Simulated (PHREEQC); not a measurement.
**City or well water: an equilibrium model**

A made-up water analysis in mg/L, 25 °C, pH 6.51, pe 1.9: Na 34.6; K 0.378; Ca 2.59; Mg 2.77; Cl 30.8; S(6) as SO4 29.2; Alkalinity as HCO3 20.9; Fe(2) 0.0158; Br 0.0162; Si as SiO2 0.0386.

Valence states are taken as typed.

Equilibrium calculation in PHREEQC: ion-association model, phreeqc.dat.

Each row changes one thing in this solution. Precipitation was switched off in this run.

```tsv
case	CO2 (mol/kgw)	CO3-2 (mol/kgw)	HSO4- (mol/kgw)	MgOH+ (mol/kgw)	H3SiO4- (mol/kgw)	FeOH+ (mol/kgw)	SI of Quartz (SiO2)	SI of Siderite (FeCO3)
as made	0.000225	6.06e-8	7.58e-9	1.09e-9	3.23e-10	2.33e-10	-2.21	-3.08
Si from 0.0386 to 0.116 mg/L	0.000225	6.06e-8	7.58e-9	1.09e-9	9.71e-10	2.33e-10	-1.73	-3.08
pH from 6.51 to 6.21 at the same alkalinity	0.000450	?	1.51e-8	5.48e-10	?	1.17e-10	-2.21	-3.38
temperature from 25 to 20 °C at the same typed pH	0.000242	5.44e-8	6.84e-9	6.95e-10	2.70e-10	1.60e-10	-2.14	-3.16
```

What belongs in the gaps?


- pH from 6.51 to 6.21 at the same alkalinity, CO3-2 (mol/kgw): 3.04e-8
- pH from 6.51 to 6.21 at the same alkalinity, H3SiO4- (mol/kgw): 1.62e-10

Species that the database lacks are ignored.
